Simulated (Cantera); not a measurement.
Cantera run:

```python
import numpy as np
import cantera as ct

gas_names = """
    H HO2 H2 H2O H2O2 O OH O2 O3 Si SiH SiH2 SiH3 SiH4 SiO SiO2 Si2 Si3
""".split()
cond_names = """
    H2O(s) H2O(L) Si(cr) Si(L) SiO2(Lqz) SiO2(hqz) SiO2(L)
""".split()


# ... load() reads the species with a 1 bar reference pressure and builds the phases ...
atoms = {
    'Si2H6': {'Si': 2, 'H': 6},
    'O3': {'O': 3},
    'H2': {'H': 2},
    'H2O': {'H': 2, 'O': 1},
}
top_T = {}  # K; cautious upper limits of use, not melting points


# ... equilibrate(T, P, feed) seeds the gas with the atoms and calls Mixture.equilibrate('TP', solver="vcs", rtol=1e-11, max_steps=5000) ...
results = []
feed = {'Si2H6': 1, 'O3': 1.8, 'H2': 27, 'H2O': 0.33}  # mol
P = 10000  # Pa
for T in [700, 750, 800, 850, 900, 950, 1000, 1050]:
    mix = equilibrate(T, P, feed)
    results.append((T, P, feed, dict(zip(mix.species_names, mix.species_moles))))
    x = sorted(zip(gas.X, gas.species_names), reverse=True)
    print(f"T = {T:g} K  P = {P:g} Pa  gas = {mix.phase_moles(0):.4g} mol")
    print("   x: " + "  ".join(f"{s} {v:.3e}" for v, s in x if v > 0.0001))
    print("   condensed (mol): " + ("  ".join(f"{mix.phase(i).name} {mix.phase_moles(i):.4g}"
          for i in range(1, mix.n_phases) if mix.phase_moles(i) > 1e-12) or "none"))
```

Output:

```
T = 700 K  P = 10000 Pa  gas = 30.33 mol
   x: H2 9.430e-01  H2O 5.704e-02
   condensed (mol): SiO2(Lqz) 2
T = 750 K  P = 10000 Pa  gas = 30.33 mol
   x: H2 9.430e-01  H2O 5.704e-02
   condensed (mol): SiO2(Lqz) 2
T = 800 K  P = 10000 Pa  gas = 30.33 mol
   x: H2 9.430e-01  H2O 5.704e-02
   condensed (mol): SiO2(Lqz) 2
T = 850 K  P = 10000 Pa  gas = 30.33 mol
   x: H2 9.430e-01  H2O 5.704e-02
   condensed (mol): SiO2(hqz) 2
T = 900 K  P = 10000 Pa  gas = 30.33 mol
   x: H2 9.430e-01  H2O 5.704e-02
   condensed (mol): SiO2(hqz) 2
T = 950 K  P = 10000 Pa  gas = 30.33 mol
   x: H2 9.430e-01  H2O 5.704e-02
   condensed (mol): SiO2(hqz) 2
T = 1000 K  P = 10000 Pa  gas = 30.33 mol
   x: H2 9.430e-01  H2O 5.704e-02
   condensed (mol): SiO2(hqz) 2
T = 1050 K  P = 10000 Pa  gas = 30.33 mol
   x: H2 9.430e-01  H2O 5.704e-02
   condensed (mol): SiO2(hqz) 2
```

Method: chemical equilibrium by Gibbs-energy minimisation in Cantera with the NASA 1993 tables (ideal gas, pure condensed phases). The feed counts by its element totals alone.
